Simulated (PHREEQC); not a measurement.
A column of 0.2 m (30 cells, dispersivity 0.01 m, 3600 s a shift, diffusion coefficient 3e-10 m²/s) holds 0.0097 eq of the database's cation exchanger X per kg of pore water, first in equilibrium with 0.024 mol LiCl and 1e-05 mol HCl per kg of water. It is flushed with 0.82 mmol/kgw CdCl2, 9 mmol/kgw SrCl2 and 0.01 mmol/kgw HCl, at 15 °C. Values are for the last cell. No CO2 enters from the air. Nothing may precipitate in this run.

All values are PHREEQC results (ion-association model, phreeqc.dat), not measurements.

Predict Sr in solution (mol/kgw) at pore volumes = 0.9167, 1.317, 1.417, 2.017, 2.917.


| pore volumes | Sr in solution (mol/kgw) |
|---|---|
| 0.9167 | 0 |
| 1.317 | 0.000374 |
| 1.417 | 0.00377 |
| 2.017 | 0.00865 |
| 2.917 | 0.00899 |
